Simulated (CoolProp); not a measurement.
A closed Brayton cycle with dry air: compressor inlet 315.15 K and 3.3 MPa, high pressure 8.92 MPa, turbine inlet 880 K, compressor efficiency 0.8, turbine efficiency 0.9, recuperator effectiveness 0.9 (on enthalpy, no pinch check). Each further row changes one setting.

The numbers come from the reference Helmholtz-energy equation of state, Lemmon 2000 in CoolProp. It is a pseudo-pure fit of the blend.

| case | thermal efficiency (%) | net work (kJ/kg) | compressor to turbine work | compressor exit (K) | turbine exit (K) |
|---|---|---|---|---|---|
| as stated | 30.6 | 71.5 | 0.65 | 444.9 | 698.0 |
| turbine inlet 830 K | 27.5 | 59.8 | ? | 444.9 | 656.7 |
| compressor inlet 325.15 K | 29.0 | 67.1 | 0.67 | 458.8 | 698.0 |
| high pressure 7.58 MPa | 31.6 | 66.0 | ? | 421.1 | 725.1 |
| recuperator effectiveness 0.5 | ? | 71.5 | 0.65 | 444.9 | 698.0 |

**Question.** Some entries are withheld; supply them.

**Answer.** 
- turbine inlet 830 K, compressor to turbine work: 0.69
- high pressure 7.58 MPa, compressor to turbine work: 0.62
- recuperator effectiveness 0.5, thermal efficiency (%): 21.0
